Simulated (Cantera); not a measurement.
A freely propagating, adiabatic, planar premixed flame of 9.51 % CH4, 19.0 % O2, 71.5 % N2, equivalence ratio 1.0, unburnt at 325 K and 170000 Pa; mixture-averaged transport, grid criteria slope 0.08 and curve 0.16, no radiation.

Cantera simulation using GRI-Mech 3.0 (53 species, 325 reactions); the numbers are that mechanism's predictions, not measurements. Burning velocities carry a grid error of a few per cent, more on coarse grids.

Problem. Predict: laminar burning velocity; thermal thickness; peak x(HO2); peak x(C2H2); peak x(HCN).

Solution. 
```
Item                         Result
------------------------  ---------
laminar burning velocity  36.0 cm/s
thermal thickness          0.295 mm
peak x(HO2)                0.000171
peak x(C2H2)               0.000122
peak x(HCN)                 3.47e-6
```
